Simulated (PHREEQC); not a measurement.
Consider water at 30 °C with 0.0036 mol CuSO4, 0.15 mol H2SO4 and 0.091 mol FeCl3 per kg of water. Closed to the air; pH follows from the charge balance.

Computed with PHREEQC (ion-association model, phreeqc.dat).

Precipitation was switched off in this run.

Problem. Predict the pH, activity of water.

Solution. pH 0.82; activity of water 0.989.

Problem. In which forms is Cl present?

Solution. Cl- 92 %, FeCl+2 5.6 %, FeCl2+ 2.3 % of the Cl.

Examples of supersaturated solids here: Hematite (slow to form), Goethite (slow to form). Others may be too. Complexes and solids missing from the database can't appear.
